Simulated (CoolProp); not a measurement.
Vapour-liquid equilibrium of isobutane (1) + n-butane (2) at 369.9 K; x and y are mole fractions of (1).

Values from CoolProp's multi-fluid Helmholtz-energy mixture model, Bücker 2006 and Bücker 2006; pair parameters Kunz 2012.

Question: Give the bubble pressure and the first vapour's composition at x = 0.05, 0.25, 0.35. Is there an azeotrope?

Answer: x = 0.05: 1.452 MPa, y = 0.059; x = 0.25: 1.534 MPa, y = 0.284; x = 0.35: 1.576 MPa, y = 0.390. No azeotrope shows between x = 0.05 and 0.95.

Pair parameters are fitted to limited data, so mixtures are less certain than the pure fluids.
